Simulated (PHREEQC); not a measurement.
A solution holds 0.29 mol/kgw ZnSO4, at 30 °C. Closed to the air; pH follows from the charge balance.

Equilibrium calculation in PHREEQC: ion-association model, wateq4f.dat.

Each row changes one thing in this solution. This is a speciation only: nothing precipitates in the calculation.

| case | pH | ionic strength (mol/kgw) |
|---|---|---|
| as made | 5.38 | 0.522 |
| temperature from 30 to 40 °C | 5.26 | ? |
| diluted 100-fold with water | 5.83 | 0.00920 |
| ZnSO4 replaced by NaHSO4 at the same molality | 1.13 | 0.440 |
| ZnSO4 from 0.29 to 0.058 mol/kgw | 5.51 | ? |
| ZnSO4 from 0.29 to 0.435 mol/kgw | 5.35 | 0.770 |
| ZnSO4 replaced by Zn(NO3)2 at the same molality | ? | 0.870 |
| ZnSO4 replaced by K2SO4 at the same molality | 7.23 | 0.651 |
| temperature from 30 to 45 °C | 5.21 | 0.514 |

**Question.** Complete the blanks.

**Answer.** 
- temperature from 30 to 40 °C, ionic strength (mol/kgw): 0.516
- ZnSO4 from 0.29 to 0.058 mol/kgw, ionic strength (mol/kgw): 0.119
- ZnSO4 replaced by Zn(NO3)2 at the same molality, pH: 5.01

The ionic strength passes 0.7 mol/kgw, the rough limit of the ion-association models, in ZnSO4 from 0.29 to 0.435 mol/kgw; ZnSO4 replaced by Zn(NO3)2 at the same molality. Species that the database lacks are ignored. At this temperature some constants are extrapolated from 25 °C, and those without enthalpy data are left unchanged.
